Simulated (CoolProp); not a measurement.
Octamethylcyclotetrasiloxane (D4) at several states: Z from the reference equation and from simpler models built on Tc = 586.5 K, pc = 1.347 MPa, ω = 0.598; each cubic takes its own stable root.

Values from CoolProp's reference Helmholtz-energy equation of state, Thol 2015.

```csv
T (K),p (MPa),phase,reference
605.8,0.203,gas,0.9517
596.1,1.43,supercritical,0.4447
546.1,0.492,gas,0.8007
```

Problem. How far does each simpler model (Redlich-Kwong, Peng-Robinson) lie from the reference over these 3 states: mean and median of the absolute difference, and the worst?

Solution. 
- Redlich-Kwong: mean 2.4 %, median 3.1 %, worst -4.1 % at 596.1 K and 1.43 MPa
- Peng-Robinson: mean 0.7 %, median 0.7 %, worst +1.0 % at 596.1 K and 1.43 MPa
